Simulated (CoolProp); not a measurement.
Model: reference Helmholtz-energy equation of state, Span 2003, in CoolProp. It is a short technical equation, of lower accuracy than the large ones.

**Question.** Give the vapour pressure (MPa), liquid cp (kJ/(kg K)), vapour Z, liquid viscosity (µPa s) of saturated n-heptane at 397.3, 408 K.

**Answer.** 
```json
[
 {"T (K)": "397.3", "p (MPa)": "0.204", "liquid cp (kJ/(kg K))": "2.69", "vapour Z": "0.914", "liquid viscosity (µPa s)": "161"},
 {"T (K)": "408", "p (MPa)": "0.265", "liquid cp (kJ/(kg K))": "2.74", "vapour Z": "0.897", "liquid viscosity (µPa s)": "148"}
]
```

Viscosity comes from a separate model (Michailidou 2014).
